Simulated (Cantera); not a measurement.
An adiabatic, constant-pressure homogeneous reactor starts with 5.57 % CH₃OH, 17.0 % O₂, 64.0 % N₂, 13.4 % CO₂, equivalence ratio 0.49, at 1600 K and 0.987 atm.

Cantera simulation using GRI-Mech 3.0 (53 species, 325 reactions); the numbers are that mechanism's predictions, not measurements. GRI-Mech 3.0 was tuned for natural gas; its chemistry of methanol as a main component is partial and can be far from experiment.

x: mole fraction; the columns are a selection and need not sum to one.

```tsv
t (s)	T (K)	x CH₃OH	x O₂	x CO₂	x N₂O	x CH₂CO
2.00e-6	1600	0.0556	0.170	0.134	1.44e-11	<1e-12
5.46e-6	1600	0.0555	0.170	0.134	1.37e-10	2.92e-12
1.49e-5	1600	0.0552	0.170	0.134	?	3.65e-11
4.07e-5	1602	0.0531	0.169	0.133	?	1.00e-9
0.000111	1717	0.0221	0.147	0.130	?	1.53e-7
0.000304	2171	<1e-12	0.0917	0.154	?	<1e-12
0.000829	2320	<1e-12	0.0874	0.169	4.41e-7	<1e-12
0.00226	2354	<1e-12	0.0862	0.173	4.34e-7	<1e-12
0.00618	2354	<1e-12	0.0859	0.173	4.33e-7	<1e-12
0.0169	2352	<1e-12	0.0852	0.173	4.34e-7	<1e-12
0.0461	2348	<1e-12	0.0837	0.173	4.41e-7	<1e-12
0.126	2343	<1e-12	0.0821	0.173	4.57e-7	<1e-12
0.344	2342	<1e-12	0.0817	0.174	4.62e-7	<1e-12
0.939	2342	<1e-12	0.0817	0.174	4.62e-7	<1e-12
2.56	2342	<1e-12	0.0817	0.174	4.62e-7	<1e-12
7.00	2342	<1e-12	0.0817	0.174	4.62e-7	<1e-12
```

Complete the blanks.


- 1.49e-5, x N₂O: 1.19e-9
- 4.07e-5, x N₂O: 1.03e-8
- 0.000111, x N₂O: 1.28e-7
- 0.000304, x N₂O: 3.61e-7
